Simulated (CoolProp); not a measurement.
Vapour-liquid equilibrium of acetone (1) + ethanol (2) at 0.0821 MPa; x and y are mole fractions of (1).

Computed with CoolProp (multi-fluid Helmholtz-energy mixture model, Lemmon 2006 and Schroeder 2014; pair parameters Bell 2016).

### Question
Give the bubble temperature and the first vapour's composition at x = 0.25, 0.45, 0.95. Is there an azeotrope?

### Answer
x = 0.25: 61.5 °C, y = 0.519; x = 0.45: 56.9 °C, y = 0.683; x = 0.95: 50.5 °C, y = 0.967. No azeotrope shows between x = 0.05 and 0.95.

Pair parameters are fitted to limited data, so mixtures are less certain than the pure fluids.
